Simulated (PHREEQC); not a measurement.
## Sulfide liquor: an equilibrium model

Consider water at 62 °C with 0.0024 mol Na2S per kg of water. Closed to the air; pH follows from the charge balance.

Computed with PHREEQC (ion-association model, wateq4f.dat).

```json
{
  "pH": "10.32",
  "ionic_strength": "0.00487 mol/kgw",
  "total_alkalinity": "4.80 meq/kg"
}
```

```csv
species,molality,activity,log γ
Na+,0.00480,0.00443,-0.035
OH-,0.00233,0.00215,-0.035
HS-,0.00233,0.00215,-0.035
S-2,7.06e-5,5.15e-5,-0.137
H2S,4.20e-7,4.20e-7,0.000
```

This is a speciation only: nothing precipitates in the calculation. Complexes and solids missing from the database can't appear. At this temperature some constants are extrapolated from 25 °C, and those without enthalpy data are left unchanged. The polysulfide entries of wateq4f.dat were taken out for this run.
